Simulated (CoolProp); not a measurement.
Vapour-liquid equilibrium of carbon dioxide (1) + sulfur dioxide (2) at 237.1 K; x and y are mole fractions of (1).

Computed with CoolProp (multi-fluid Helmholtz-energy mixture model, Span 1996 and Gao 2016; pair parameters Bell 2016).

```json
[
 {"x": "0.05", "bubble pressure, mixture model (MPa)": "0.1013", "bubble pressure, Raoult's law (MPa)": "0.08376", "y, mixture model": "0.740", "y, Raoult's law": "0.692"},
 {"x": "0.2", "bubble pressure, mixture model (MPa)": "0.3140", "bubble pressure, Raoult's law (MPa)": "0.2535", "y, mixture model": "0.924", "y, Raoult's law": "0.914"},
 {"x": "0.35", "bubble pressure, mixture model (MPa)": "0.5020", "bubble pressure, Raoult's law (MPa)": "0.4232", "y, mixture model": "0.958", "y, Raoult's law": "0.958"},
 {"x": "0.5", "bubble pressure, mixture model (MPa)": "0.6624", "bubble pressure, Raoult's law (MPa)": "0.5929", "y, mixture model": "0.973", "y, Raoult's law": "0.977"},
 {"x": "0.65", "bubble pressure, mixture model (MPa)": "0.8032", "bubble pressure, Raoult's law (MPa)": "0.7626", "y, mixture model": "0.982", "y, Raoult's law": "0.988"},
 {"x": "0.8", "bubble pressure, mixture model (MPa)": "0.9406", "bubble pressure, Raoult's law (MPa)": "0.9324", "y, mixture model": "0.989", "y, Raoult's law": "0.994"},
 {"x": "0.95", "bubble pressure, mixture model (MPa)": "1.097", "bubble pressure, Raoult's law (MPa)": "1.102", "y, mixture model": "0.997", "y, Raoult's law": "0.999"}
]
```

The largest gap from Raoult's law is +23.9 % in bubble pressure, at x = 0.2. No azeotrope shows between x = 0.05 and 0.95.

Pair parameters are fitted to limited data, so mixtures are less certain than the pure fluids. The gap from Raoult's law changes sign with composition, which may be real or a fault of the pair parameters; it wasn't checked against measurements.
